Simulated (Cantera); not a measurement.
What does this Cantera script print?

```python
import numpy as np
import cantera as ct

gas_names = """
    B BCL BCL2 BCL3 BH BH2 BH3 B2 CL CL2 H HCL H2
""".split()
cond_names = """
    B(b) B(L)
""".split()


def load(file, names, dense=False):
    # The tables refer to 1 bar. Condensed volumes are neglected.
    table = {s.name: s for s in ct.Species.list_from_file(file)}
    out = []
    for n in names:
        d = dict(table[n].input_data)
        d["thermo"] = dict(d["thermo"], **{"reference-pressure": 1e5})
        if dense:
            d["equation-of-state"] = {"model": "constant-volume", "density": "1e6 g/cm^3"}
        out.append(ct.Species.from_dict(d))
    return out


gas = ct.Solution(thermo="ideal-gas", species=load("nasa_gas.yaml", gas_names))
cond = {s.name: ct.Solution(thermo="fixed-stoichiometry", species=[s], name=s.name)
        for s in load("nasa_condensed.yaml", cond_names, dense=True)}
atoms = {
    'B': {'B': 1},
    'HCl': {'H': 1, 'CL': 1},
}
top_T = {}  # K; cautious upper limits of use, not melting points


def equilibrate(T, P, feed):
    n = {}
    for name, mol in feed.items():
        for a, k in atoms[name].items():
            n[a] = n.get(a, 0.0) + k * mol
    gas.TPX = T, P, n
    mass = sum(n.values()) * gas.mean_molecular_weight
    gas.equilibrate("TP")
    valid = [c for c in cond.values() if c.min_temp <= T <= top_T.get(c.name, c.max_temp)]
    mix = ct.Mixture([(gas, mass / gas.mean_molecular_weight)] + [(c, 0.0) for c in valid])
    mix.T, mix.P = T, P
    mix.equilibrate("TP", solver="vcs", rtol=1e-11, max_steps=5000)
    return mix


results = []
feed = {'B': 1, 'HCl': 0.073}  # mol
T = 1025  # K
P = 120000  # Pa
mix = equilibrate(T, P, feed)
results.append((T, P, feed, dict(zip(mix.species_names, mix.species_moles))))
print(gas.report(threshold=0.001))
for i in range(1, mix.n_phases):
    print(f"{mix.phase(i).name:16s} {mix.phase_moles(i):12.5e} mol")
```

It prints:

```
       temperature   1025 K
          pressure   1.2e+05 Pa
           density   0.66416 kg/m^3
  mean mol. weight   47.168 kg/kmol
   phase of matter   gas

                          1 kg             1 kmol
                     ---------------   ---------------
          enthalpy       -2.5913e+06       -1.2223e+08  J
   internal energy        -2.772e+06       -1.3075e+08  J
           entropy              5427        2.5598e+05  J/K
    Gibbs function       -8.1539e+06       -3.8461e+08  J
 heat capacity c_p            1032.8             48713  J/K
 heat capacity c_v            856.48             40398  J/K

                      mass frac. Y      mole frac. X     chem. pot. / RT
                     ---------------   ---------------   ---------------
              BCL3            0.9161           0.36882           -87.461
               HCL          0.060249          0.077949           -37.541
                H2          0.023645           0.55323           -17.977
     [  +10 minor]        2.0208e-06          1.25e-06

B(b)              9.77268e-01 mol
```

Equilibrium computed with Cantera from the NASA thermochemical tables; the gas is ideal and each condensed phase is pure. Gases not in the tables: BHCl2.
